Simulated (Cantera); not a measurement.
**Equilibrium for tantalum, niobium, vanadium and zirconium in process gases: Zr + H₂O**

Feed: 1 mol Zr, a varied amount of H₂O, equilibrated at 1748 K and 29.0 mbar.

Cantera equilibrium calculation (NASA polynomials, part measured and part estimated; ideal gas, pure solids and liquids). Candidate condensed phases: H₂O, Zr, ZrO₂; 12 gas species. Mutual solubility and eutectic melting of coexisting phases are not modelled. Condensed phases not in the tables: N, O or C dissolved in the metal. Kinetics and transport are ignored.

```
n(H₂O) (mol)    x H₂    x H₂O       x H      x OH      x O₂      x O    x ZrO  n Zr(β)  n ZrO₂(tetragonal)
------------  ------  -------  --------  --------  --------  -------  -------  -------  ------------------
0.79           0.999  8.70e-8   0.00134  6.82e-12    <1e-12   <1e-12  8.64e-9    0.605               0.395
1.1            0.999  8.70e-8   0.00134  6.82e-12    <1e-12   <1e-12  8.64e-9    0.450               0.550
1.5            0.999  8.70e-8   0.00134  6.82e-12    <1e-12   <1e-12  8.64e-9    0.250               0.750
2.1            0.951   0.0476   0.00131   3.82e-6  9.23e-11  4.14e-9   <1e-12        0                1.00
3              0.666    0.333   0.00109   3.20e-5   9.24e-9  4.14e-8   <1e-12        0                1.00
4.2            0.476    0.523  0.000925   5.94e-5   4.47e-8  9.10e-8   <1e-12        0                1.00
5.9            0.338    0.661  0.000781   8.89e-5   1.41e-7  1.61e-7   <1e-12        0                1.00
8.2            0.244    0.756  0.000662  0.000120   3.55e-7  2.57e-7   <1e-12        0                1.00
11             0.182    0.818  0.000572  0.000150   7.49e-7  3.73e-7   <1e-12        0                1.00
16             0.125    0.875  0.000474  0.000194   1.81e-6  5.79e-7   <1e-12        0                1.00
22            0.0908    0.909  0.000404  0.000236   3.69e-6  8.27e-7   <1e-12        0                1.00
```
x: gas mole fraction; n: condensed amount in mol.

From 0.79 mol H₂O to 1.5 mol H₂O the condensed part is Zr(β) + ZrO₂(tetragonal). From 2.1 mol H₂O to 22 mol H₂O the condensed part is ZrO₂(tetragonal).
